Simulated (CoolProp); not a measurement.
Values from CoolProp's reference Helmholtz-energy equation of state, Thol 2019.

Task: For n-hexane, give the phase and the speed of sound (m/s), viscosity (µPa s), conductivity (mW/(m K)) at 268.85 °C and 96.3 kPa; 268.85 °C and 2360 kPa.

Result: 
- 268.85 °C and 96.3 kPa: gas; speed of sound 231, viscosity 11.3, conductivity 41.0
- 268.85 °C and 2360 kPa: gas; speed of sound 178, viscosity 14.6, conductivity 43.4

Viscosity comes from a separate model (Michailidou 2013). Thermal conductivity comes from a separate model (Assael 2013).
